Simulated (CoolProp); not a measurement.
A simple Rankine cycle with R1336mzz(E): condensing at 301.15 K, boiler at 1.01 MPa, turbine inlet 357.8 K, turbine efficiency 0.8, pump efficiency 0.6, no recuperator. Each further row changes one setting.

The numbers come from the reference Helmholtz-energy equation of state, Akasaka 2023 in CoolProp.

```
case                             thermal efficiency (%)  net work (kJ/kg)  heat in (kJ/kg)  turbine exit temperature (K)  volume ratio over the turbine
-------------------------------  ----------------------  ----------------  ---------------  ----------------------------  -----------------------------
as stated                                           9.6              17.1              178                         321.8                           5.26
turbine inlet 377.8 K                               9.5               [?]              198                         343.2                           5.01
condensing temperature 293.15 K                    10.9              20.4              188                           [?]                           6.97
boiler pressure 0.707 MPa                           [?]              14.2              184                         332.4                           3.43
turbine efficiency 0.7                              8.3              14.8              178                         324.4                           5.31
```

Question: Fill in the missing entries.

Answer: 
- turbine inlet 377.8 K, net work (kJ/kg): 18.9
- condensing temperature 293.15 K, turbine exit temperature (K): 316.8
- boiler pressure 0.707 MPa, thermal efficiency (%): 7.7
